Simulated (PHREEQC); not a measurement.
Make-up at 25 °C: 0.12 mol LiBr, 0.011 mol BaCl2 and 0.016 mol KBr per kg of water. Closed to the air; pH follows from the charge balance.

Model: Pitzer model, pitzer.dat, run in PHREEQC.

The ionic strength comes out as 0.169 mol/kgw. What activity coefficients do Li+, Cl-, Ba+2, Br-, K+ get?

Li+ 0.79, Cl- 0.73, Ba+2 0.33, Br- 0.73, K+ 0.76. Single-ion values are on the MacInnes scale.

No solid was allowed to form. Species that the database lacks are ignored.
